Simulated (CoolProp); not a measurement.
Saturation properties of R113.

Values from CoolProp's reference Helmholtz-energy equation of state, Marx 1992.

```tsv
T (°C)	p (kPa)	liquid density (kg/m³)	liquid cp (kJ/(kg K))	surface tension (mN/m)
65.75	178.2	1462	0.9604	12.7
79.75	263.2	1425	0.9775	11.3
93.75	376.0	1387	0.9964	9.81
107.85	522.9	1346	1.018	8.41
121.85	707.6	1302	1.044	7.06
135.85	936.8	1255	1.075	5.75
149.95	1219	1203	1.117	4.50
163.95	1557	1145	1.176	3.31
177.95	1961	1076	1.276	2.21
192.05	2445	987.9	1.491	1.19
```

It boils at 47.6 °C under 1 atm.

Surface tension comes from a separate correlation (Mulero 2012).
